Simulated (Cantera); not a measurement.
Input: 1 mol Si2H6, 0.4 mol NO, 29 mol N2, held at 1325 K and 0.160 bar.

Cantera equilibrium calculation (NASA polynomials, part measured and part estimated; ideal gas, pure solids and liquids). Candidate condensed phases: H2O, Si, SiO2, Si2N2O, Si3N4; 35 gas species. The feed counts by its element totals alone. Mutual solubility and eutectic melting of coexisting phases are not modelled. Equilibrium is a limit: real reactors are often held back by kinetics, nucleation or transport.

Base state: N2 0.903, H2 0.0968 (mole fractions); condensed: Si2N2O(s) + Si3N4(s).

**Question.** What changes in the equilibrium state with this change: Si2H6 replaced by HMDSO?

**Answer.** 
```tsv
species	before	after
N2	0.903	0.750
H2	0.0968	0.239
CO	0	0.0106
HCN	0	0.000110
CH4	0	6.15e-5
Si2N2O(s), mol	0.400	1.000
Si3N4(s), mol	0.400	0
C(graphite), mol	0	5.59
```
Further candidate phases: C, C6H6, C7H8, C8H18, SiC.
